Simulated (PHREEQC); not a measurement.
Dissolve 0.065 mol/kgw HF, 8.7e-05 mol/kgw H2SiF6, 7.2e-05 mol/kgw H3PO4 and 0.00019 mol/kgw HCl at 56 °C. Closed to the air; pH follows from the charge balance.

Computed with PHREEQC (ion-association model, phreeqc.dat).

```
Quantity                   Result
----------------  ---------------
pH                           2.27
ionic strength    0.00595 mol/kgw
total alkalinity     -65.8 meq/kg
```

| species | molality | activity | log γ |
|---|---|---|---|
| HF | 0.0584 | 0.0585 | 0.001 |
| H+ | 0.00587 | 0.00542 | -0.034 |
| F- | 0.00435 | 0.00398 | -0.038 |
| HF2- | 0.00111 | 0.00102 | -0.038 |
| Cl- | 0.000190 | 0.000174 | -0.038 |
| SiF6-2 | 8.70e-5 | 6.19e-5 | -0.148 |
| H3PO4 | 3.64e-5 | 3.65e-5 | 0.001 |
| H2PO4- | 3.56e-5 | 3.27e-5 | -0.037 |

No solid was allowed to form. Away from 25 °C the constants follow the database's enthalpies or fits; those with neither stay at their 25 °C values. SiF6-2 is the database's only silicon fluoride.
